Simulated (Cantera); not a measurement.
An isothermal, constant-pressure homogeneous reactor starts with CH₄ : H₂ : H = 0.023 : 1 : 0.031 (molar parts), at 1648 K and 0.133 bar.

Cantera simulation using GRI-Mech 3.0 (53 species, 325 reactions); the numbers are that mechanism's predictions, not measurements. GRI-Mech 3.0 stops at C3 and has no aromatics, soot or wall deposition, so with more carbon than oxygen in the feed, carbon stays in small species such as C2H2 where larger ones or solid carbon would form.

### Question
Predict: x(CH₄) at 8.00 s; x(H₂) at 8.00 s; x(H) at 8.00 s; x(C₂H₄) at 8.00 s; x(C₂H₂) at 8.00 s.

### Answer
x(CH₄) at 8.00 s: 0.00360 (gas-phase equilibrium 0.00253)
x(H₂) at 8.00 s: 0.987 (gas-phase equilibrium 0.988)
x(H) at 8.00 s: 0.000243 (gas-phase equilibrium 0.000244)
x(C₂H₄) at 8.00 s: 8.70e-5 (gas-phase equilibrium 9.17e-5)
x(C₂H₂) at 8.00 s: 0.00897 (gas-phase equilibrium 0.00950)
